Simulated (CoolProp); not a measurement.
Vapour-liquid equilibrium of o-xylene (1) + n-undecane (2) at 582.8 K; x and y are mole fractions of (1).

Computed with CoolProp (multi-fluid Helmholtz-energy mixture model, Zhou 2012 and Aleksandrov 2011; pair parameters Bell 2016).

```csv
x,"bubble pressure, mixture model (bar)","bubble pressure, Raoult's law (bar)","y, mixture model","y, Raoult's law"
0.05,9.360,9.508,0.078,0.109
0.2,10.80,11.29,0.290,0.369
0.35,12.39,13.08,0.470,0.557
0.5,14.11,14.86,0.622,0.700
0.65,15.96,16.65,0.753,0.813
0.8,17.95,18.43,0.868,0.903
0.95,20.07,20.22,0.969,0.978
```

The largest gap from Raoult's law is -5.3 % in bubble pressure, at x = 0.35. No azeotrope shows between x = 0.05 and 0.95.

Pair parameters are fitted to limited data, so mixtures are less certain than the pure fluids.
